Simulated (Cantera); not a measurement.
An adiabatic, constant-pressure homogeneous reactor starts with CH₄ : O₂ : N₂ = 1 : 2.3 : 8.64 (molar parts), at 1500 K and 4.40 bar.

Model: GRI-Mech 3.0 (53 species, 325 reactions), integrated in Cantera.

Predict: time of steepest temperature rise; temperature at 8.00 s; equilibrium temperature; x(O₂) at 8.00 s; x(NO) at 8.00 s; x(OH) at 8.00 s.


```
Item                                                              Result
---------------------------------  -------------------------------------
time of steepest temperature rise                               0.354 ms
temperature at 8.00 s                                             2784 K
equilibrium temperature                                           2784 K
x(O₂) at 8.00 s                    0.0288 (gas-phase equilibrium 0.0288)
x(NO) at 8.00 s                    0.0126 (gas-phase equilibrium 0.0126)
x(OH) at 8.00 s                    0.0163 (gas-phase equilibrium 0.0163)
```
